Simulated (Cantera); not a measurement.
# Thermodynamics of thermal oxidation and active oxidation of silicon, feed Si + H2O + H2

Input: 1 mol Si, 0.001 mol H2O, 62 mol H2, at 1175 °C.

These are equilibrium values from Cantera (NASA tables, ideal gas, pure condensed phases), not measurements of a reactor. Candidate condensed phases: H2O, Si, SiO2; 18 gas species. Kinetics and transport are ignored.

From 1.00e-6 bar to 10.0 bar the condensed part is Si(s). The main Si-bearing gas is Si at 1.00e-6 bar and SiO at 10.0 bar.

```csv
P (Pa),log p H2,log p H,log p Si,log p SiO,log p SiH,log p SiH4,n Si(s)
0.100,-6.01,-8.04,-8.53,-10.80,-10.93,<-18,0.815
0.600,-5.22,-7.65,-8.53,-10.02,-10.54,-16.46,0.968
3.60,-4.44,-7.26,-8.53,-9.24,-10.15,-14.91,0.994
22,-3.66,-6.86,-8.53,-8.45,-9.76,-13.33,0.998
130,-2.89,-6.48,-8.53,-7.68,-9.37,-11.79,0.999
770,-2.11,-6.09,-8.53,-6.91,-8.99,-10.24,0.999
4600,-1.34,-5.70,-8.53,-6.13,-8.60,-8.69,0.999
28000,-0.55,-5.31,-8.53,-5.35,-8.21,-7.12,0.999
170000,0.23,-4.92,-8.53,-4.57,-7.82,-5.56,0.999
1000000,1.00,-4.54,-8.53,-3.83,-7.43,-4.02,0.998
```
log p: log10 of the partial pressure in bar; n: condensed amount in mol.
